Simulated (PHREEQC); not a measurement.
A solution holds 21 mmol/kgw K2CO3, 8.6 mmol/kgw (CH3)4NCl and 0.04 mmol/kgw HF, at 20 °C. Closed to the air; pH follows from the charge balance.

Equilibrium calculation in PHREEQC: ion-association model, phreeqc.dat.

Question: The ionic strength comes out as 0.0701 mol/kgw. What activity coefficients do Cl-, CO3-2, HCO3-, K+, OH- get?

Answer: Cl- 0.79, CO3-2 0.43, HCO3- 0.81, K+ 0.79, OH- 0.79.

Precipitation was switched off in this run. (CH3)4N+ isn't in the database: it is added as a free cation with an ion size of 4 Å.
